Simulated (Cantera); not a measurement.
Charge: 1 mol CH3OH, 1.8 mol O2, 20 mol N2, equilibrated at 2277 °C and 10.0 mbar.

These are equilibrium values from Cantera (NASA tables, ideal gas, pure condensed phases), not measurements of a reactor. Candidate condensed phases: C, C6H6, C7H8, C8H18, H2O; 136 gas species. Equilibrium is a limit: real reactors are often held back by kinetics, nucleation or transport.

**Question.** What is the equilibrium state?

**Answer.** 
- x(N2) = 0.792
- x(H) = 0.0404
- x(H2O) = 0.0337
- x(CO) = 0.0302
- x(O) = 0.0280
- x(O2) = 0.0230
- x(OH) = 0.0178
- x(H2) = 0.0168
- x(CO2) = 0.00959
- gas amount = 25.11 mol
- log10 activity of C(graphite) (absent) = -8.49
